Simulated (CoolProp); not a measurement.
R125 at several states: Z from the reference equation and from simpler models built on Tc = 339.2 K, pc = 3618 kPa, ω = 0.305; each cubic takes its own stable root.

Computed with CoolProp (reference Helmholtz-energy equation of state, Lemmon 2005).

| T (K) | p (kPa) | phase | reference | Redlich-Kwong | Peng-Robinson |
|---|---|---|---|---|---|
| 417.1 | 41.1 | gas | 0.9981 | 0.9979 | 0.9979 |
| 234.7 | 596 | liquid | 0.02477 | 0.02847 | 0.02400 |
| 197.5 | 9730 | liquid | 0.4363 | 0.4893 | 0.4234 |
